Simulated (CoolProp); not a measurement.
Fluorine at 293.15 K and 14 MPa is throttled through a valve to 1.21 MPa with no heat exchange. Each further row changes one setting.

Values from CoolProp's reference Helmholtz-energy equation of state, de Reuck 1990.

```csv
case,temperature change (K),final density (kg/m³)
as stated,(withheld),(withheld)
outlet pressure 0.363 MPa,-24.3,(withheld)
outlet pressure 1.57 MPa,(withheld),(withheld)
```

Task: What belongs in the gaps?

Result: 
- as stated, temperature change (K): -22.4
- as stated, final density (kg/m³): 20.6
- outlet pressure 0.363 MPa, final density (kg/m³): 6.19
- outlet pressure 1.57 MPa, temperature change (K): -21.6
- outlet pressure 1.57 MPa, final density (kg/m³): 26.7
